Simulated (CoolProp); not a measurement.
Values from CoolProp's reference Helmholtz-energy equation of state, Leachman 2009.

Question: For normal hydrogen, give the phase and the Joule-Thomson coefficient (K/MPa), viscosity (µPa s) at 69.4 K and 0.365 MPa; 86.4 K and 0.365 MPa.

Answer: 
- 69.4 K and 0.365 MPa: gas; Joule-Thomson coefficient 2.75, viscosity 3.15
- 86.4 K and 0.365 MPa: gas; Joule-Thomson coefficient 1.80, viscosity 3.71

Viscosity comes from a separate model (Muzny 2013).
